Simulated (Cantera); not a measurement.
Input (Python, Cantera) and output of one run.

```python
import numpy as np
import cantera as ct

gas_names = [...]  # 96 gases of nasa_gas.yaml made of C, Cl, H, Ti
cond_names = """
    C(gr) C6H6(L) C7H8(L) C8H18(L),n-octa Ti(a) Ti(b) Ti(L) TiC(s) TiC(L) TiCL2(s) TiCL3(s) TiCL4(L)
""".split()


# ... load() reads the species with a 1 bar reference pressure and builds the phases ...
atoms = {
    'TiCl4': {'Ti': 1, 'CL': 4},
    'C3H8': {'C': 3, 'H': 8},
    'H2': {'H': 2},
}
top_T = {'C(gr)': 4500, 'TiCL2(s)': 1300, 'TiCL3(s)': 1000}  # K; cautious upper limits of use, not melting points


# ... equilibrate(T, P, feed) seeds the gas with the atoms and calls Mixture.equilibrate('TP', solver="gibbs", rtol=1e-10, max_steps=50000) ...
results = []
feed = {'TiCl4': 1, 'C3H8': 0.31, 'H2': 2.9}  # mol
P = 5100  # Pa
for T in [1073, 1173, 1273, 1373, 1473, 1573, 1673, 1773, 1873, 1973, 2073, 2173, 2273]:
    mix = equilibrate(T, P, feed)
    results.append((T, P, feed, dict(zip(mix.species_names, mix.species_moles))))

top = {s: max(r[3][s] / sum(r[3][g] for g in gas_names) for r in results) for s in gas_names}
cols = sorted((s for s in top if top[s] > 1e-05), key=lambda s: -top[s])[:9]
seen = [c for c in cond_names if any(r[3].get(c, 0) > 1e-12 for r in results)]
print("log10 of partial pressures in bar; condensed amounts in mol")
print(f"{'T/K':>10s}" + "".join(f"{s[:9]:>10s}" for s in cols + seen))
for T, P, feed, n in results:
    ng = sum(n[g] for g in gas_names)
    print(f"{T:10.4g}" + "".join(f"{np.log10(max(n[s] / ng * P / 1e5, 1e-99)):10.3f}" for s in cols)
          + "".join(f"{n.get(c, 0):10.4g}" for c in seen))
```

Result:

```
log10 of partial pressures in bar; condensed amounts in mol
       T/K        H2       HCL     TiCL4     TiCL3        CL         H     TiCL2 C2H2,acet       CH4     C(gr)    TiC(s)
      1073    -1.474    -1.981    -2.200    -3.197    -9.141    -8.591    -7.980    -9.618    -4.286    0.6632    0.2613
      1173    -1.517    -1.828    -2.333    -2.977    -8.057    -7.687    -7.086    -8.730    -4.744    0.5511    0.3769
      1273    -1.561    -1.721    -2.509    -2.842    -7.158    -6.928    -6.366    -7.991    -5.150    0.4374    0.4918
      1373    -1.602    -1.648    -2.727    -2.777    -6.406    -6.279    -5.787    -7.365    -5.503    0.3353    0.5943
      1473    -1.636    -1.600    -2.976    -2.767    -5.771    -5.716    -5.319    -6.823    -5.804    0.2513    0.6785
      1573    -1.661    -1.569    -3.242    -2.796    -5.229    -5.222    -4.936    -6.347    -6.059    0.1859    0.7439
      1673    -1.680    -1.548    -3.511    -2.848    -4.759    -4.784    -4.617    -5.924    -6.276    0.1366    0.7931
      1773    -1.694    -1.534    -3.773    -2.912    -4.348    -4.393    -4.347    -5.547    -6.461   0.09984    0.8294
      1873    -1.704    -1.526    -4.026    -2.984    -3.984    -4.042    -4.116    -5.210    -6.623   0.07256    0.8559
      1973    -1.712    -1.521    -4.268    -3.060    -3.662    -3.726    -3.917    -4.905    -6.764   0.05223    0.8747
      2073    -1.719    -1.521    -4.502    -3.141    -3.373    -3.439    -3.745    -4.630    -6.891   0.03683    0.8875
      2173    -1.725    -1.525    -4.733    -3.229    -3.116    -3.179    -3.599    -4.382    -7.005   0.02455    0.8952
      2273    -1.733    -1.535    -4.966    -3.326    -2.886    -2.942    -3.478    -4.156    -7.111   0.01365    0.8989
```

Equilibrium computed with Cantera from the NASA thermochemical tables; the gas is ideal and each condensed phase is pure. The tables' values for TiCl2 are old estimates; treat these amounts as uncertain. TiC: taken at fixed stoichiometry.
